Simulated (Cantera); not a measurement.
Standard-state values (1 bar) from the NASA 1993 polynomials, evaluated with Cantera. Values are per mole of reaction as written; species without (g) are pure solids or liquids, kept so even where they would boil at 1 bar.

Ni + 2 H₂S(g) → 4 H(g) + NiS₂

| T (K) | ΔH° (kJ) | ΔS° (J/K) | ΔG° (kJ) | log10 K |
|---|---|---|---|---|
| 350 | 784.6 | 98.8 | 750.1 | -111.94 |
| 400 | 787.5 | 106.4 | 744.9 | -97.28 |
| 450 | … | … | … | … |
| 500 | … | … | … | … |
| 550 | 795.5 | 123.5 | 727.6 | -69.10 |

Fill in the missing entries.


- 450, ΔH° (kJ): 790.2
- 450, ΔS° (J/K): 112.9
- 450, ΔG° (kJ): 739.4
- 450, log10 K: -85.83
- 500, ΔH° (kJ): 792.9
- 500, ΔS° (J/K): 118.6
- 500, ΔG° (kJ): 733.6
- 500, log10 K: -76.64
